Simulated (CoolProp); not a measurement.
The fluid at 293.15 K and 11 MPa is throttled through a valve to 2.84 MPa with no heat exchange. The same conditions are run with several fluids, on thermodynamics alone (safety and materials aside).

Values from CoolProp's reference Helmholtz-energy equation of state of each fluid (nitrous oxide: Lemmon 2006; propyne: Polt 1992; hexamethyldisiloxane (MM): Thol 2016; sulfur hexafluoride: Guder 2009; decamethyltetrasiloxane (MD2M): Thol 2017). The equations of Platzer and Polt are older, rougher fits.

Rank nitrous oxide, propyne, hexamethyldisiloxane (MM), sulfur hexafluoride, decamethyltetrasiloxane (MD2M) by temperature change (K), highest first.

decamethyltetrasiloxane (MD2M) (+3.7), hexamethyldisiloxane (MM) (+3.5), propyne (+1.7), sulfur hexafluoride (-2.0), nitrous oxide (-23.6)

```csv
fluid,final phase,final density (kg/m³)
nitrous oxide,"two-phase, vapour fraction 0.191",297
propyne,liquid,620
hexamethyldisiloxane (MM),liquid,765
sulfur hexafluoride,liquid,1440
decamethyltetrasiloxane (MD2M),liquid,854
```
